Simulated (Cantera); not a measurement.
Input: 1 mol TEOS, 1 mol NO, 55 mol H2, equilibrated at 10000 Pa.

Cantera equilibrium calculation (NASA polynomials, part measured and part estimated; ideal gas, pure solids and liquids). Candidate condensed phases: C, C6H6, C7H8, C8H18, H2O, Si, SiC, SiO2, Si2N2O, Si3N4; 151 gas species. The feed counts by its element totals alone. Mutual solubility and eutectic melting of coexisting phases are not modelled. The tables hold silica as quartz up to 1696 K and as liquid above; real silica turns to tridymite and cristobalite and melts near 1996 K. Equilibrium is a limit: real reactors are often held back by kinetics, nucleation or transport.

x: gas mole fraction; n: condensed amount in mol.

| T (K) | x H2 | x CH4 | x CO | x H2O | x N2 | n SiO2(α-quartz) | n C(graphite) | n SiO2(β-quartz) | n Si2N2O(s) | n SiC(s) |
|---|---|---|---|---|---|---|---|---|---|---|
| 750 | 0.809 | 0.132 | 0.00389 | 0.0451 | 0.00859 | 1.00 | 0 | 0 | 0 | 0 |
| 850 | 0.897 | 0.0501 | 0.0268 | 0.0169 | 0.00779 | 0 | 2.98 | 1.00 | 0 | 0 |
| 950 | 0.934 | 0.0146 | 0.0405 | 0.00353 | 0.00743 | 0 | 4.27 | 1.00 | 0 | 0 |
| 1050 | 0.944 | ___ | 0.0432 | ___ | 0.00734 | 0 | 4.71 | 1.00 | 0 | 0 |
| 1150 | 0.947 | 0.00210 | 0.0437 | 0.000194 | 0.00731 | 0 | 4.87 | 1.00 | 0 | 0 |
| 1250 | 0.948 | ___ | 0.0438 | ___ | 0.00730 | 0 | 4.94 | 1.000 | 0 | 0 |
| 1350 | 0.939 | 0.000508 | 0.0580 | 3.12e-5 | 0.00234 | 0 | 3.95 | 0.324 | 0.338 | 0 |
| 1450 | 0.934 | 0.000288 | 0.0653 | 1.52e-5 | 0.000686 | 0 | 3.35 | 0 | 0.452 | 0.0897 |
| 1550 | 0.922 | 0.000173 | 0.0708 | 7.90e-6 | 0.00703 | 0 | 2.00 | 0 | 0 | 0.988 |
| 1650 | 0.921 | 0.000113 | 0.0707 | 4.19e-6 | 0.00698 | 0 | 2.00 | 0 | 0 | 0.983 |
| 1750 | 0.921 | 7.74e-5 | 0.0706 | 2.39e-6 | 0.00689 | 0 | 2.00 | 0 | 0 | 0.976 |

Problem. Fill in the missing entries.

Solution. 
- 1050, x CH4: 0.00510
- 1050, x H2O: 0.000740
- 1250, x CH4: 0.000988
- 1250, x H2O: 6.25e-5
